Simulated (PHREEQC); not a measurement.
Make-up at 25 °C and 100 atm: 0.013 mol/kgw KOH, 0.0003 mol/kgw K2SiO3 and 0.0056 mol/kgw Na2CO3. Closed to the air; pH follows from the charge balance.

Model: ion-association model, phreeqc.dat, run in PHREEQC.

This is a speciation only: nothing precipitates in the calculation.

Question: What pH, ionic strength, specific conductance does the model give?

Answer: pH 12.01; ionic strength 0.0293 mol/kgw; specific conductance 4330 µS/cm.

Question: In which forms is Si present?

Answer: H3SiO4- 89 %, H2SiO4-2 11 % of the Si.

Under pressure, the constants of complexes without a molar volume in the database are unreliable.
